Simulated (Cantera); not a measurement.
Charge: 1 mol CCl4, 0.23 mol CH4, 0.25 mol HCl, held at 2448.15 K and 13.3 mbar.

Method: chemical equilibrium by Gibbs-energy minimisation in Cantera with the NASA 1993 tables (ideal gas, pure condensed phases). Candidate condensed phases: C, C6H6, C7H8, C8H18; 91 gas species. The numbers say what is thermodynamically allowed, not how fast it happens.

Base state: Cl 0.728, HCl 0.261, H 0.00758, H2 0.00193, Cl2 0.000783, C2HCl 2.38e-5, C2H2 (acetylene) 1.67e-5, C3 1.63e-5 (mole fractions); condensed: C(graphite).

What changes in the equilibrium state with this change: temperature from 2448.15 K to 3025 K?


| species | before | after |
|---|---|---|
| Cl | 0.728 | 0.746 |
| H | 0.00758 | 0.136 |
| HCl | 0.261 | 0.0684 |
| C3 | 1.63e-5 | 0.0305 |
| C5 | 3.86e-8 | 0.000601 |
| C4 | 8.20e-9 | 0.000111 |
| C2 | 1.49e-6 | 0.00311 |
| C | 6.03e-6 | 0.00481 |
| CH | 4.20e-8 | 2.21e-5 |
| C(graphite), mol | 1.23 | 0.653 |
The tables' values for CCl are old estimates; treat these amounts as uncertain.
